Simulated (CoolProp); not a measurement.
Values from CoolProp's reference Helmholtz-energy equation of state, Lemmon 2005. It is a short technical equation, of lower accuracy than the large ones.

Q: For trans-2-butene, give the phase and the Joule-Thomson coefficient (K/MPa), fugacity coefficient at 268.3 K and 16.5 MPa.

A: 
- 268.3 K and 16.5 MPa: liquid; Joule-Thomson coefficient -0.433, fugacity coefficient 0.00901
